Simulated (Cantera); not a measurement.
Silicon epitaxy and polysilicon growth: Si₂H₆ + HCl + N₂

Feed: 1 mol Si₂H₆, 0.11 mol HCl, 200 mol N₂, equilibrated at 1050 °C and 0.0160 bar.

These are equilibrium values from Cantera (NASA tables, ideal gas, pure condensed phases), not measurements of a reactor. Candidate condensed phases: NH₄Cl, Si, Si₃N₄; 28 gas species. The feed counts by its element totals alone. N₂ is the only nitrogen source here; it is nearly inert below about 1500 K, so the nitride shown seldom forms there in practice. Equilibrium is a limit: real reactors are often held back by kinetics, nucleation or transport.

The x(N₂) is 0.985. The x(H₂) is 0.0149. The x(HCl) is 0.000545, the x(H) is 1.53e-6 and the n(Si₃N₄(s)) is 0.667 mol. The gas amount comes out as 201.8 mol. The log10 activity of Si(s) (absent) is -2.83.
